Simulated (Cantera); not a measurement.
Input: 1 mol C6H6, 3 mol H2O, 0.36 mol H2, equilibrated at 28.0 mbar.

Method: chemical equilibrium by Gibbs-energy minimisation in Cantera with the NASA 1993 tables (ideal gas, pure condensed phases). Candidate condensed phases: C, C6H6, C7H8, C8H18, H2O; 110 gas species. Rates play no part. All values below are at 2598 K.

Base state: H2 0.531, CO 0.294, H 0.166, C2H2 (acetylene) 0.00855, C2H 0.000234, C3 7.69e-5, C4H2 5.70e-5, C 2.17e-5 (mole fractions); condensed: C(graphite).

Q: What changes in the equilibrium state with this change: pressure from 28.0 mbar to 1 atm?

A: 
```json
[
 {"species": "H2", "before": "0.531", "after": "0.643"},
 {"species": "CO", "before": "0.294", "after": "0.316"},
 {"species": "H", "before": "0.166", "after": "0.0303"},
 {"species": "C2H2 (acetylene)", "before": "0.00855", "after": "0.0104"},
 {"species": "CH4", "before": "1.02e-6", "after": "5.41e-5"},
 {"species": "C3", "before": "7.69e-5", "after": "2.12e-6"},
 {"species": "C", "before": "2.17e-5", "after": "6.00e-7"},
 {"species": "CH3", "before": "5.59e-6", "after": "4.48e-5"},
 {"species": "C(graphite), mol", "before": "2.82", "after": "2.80"}
]
```
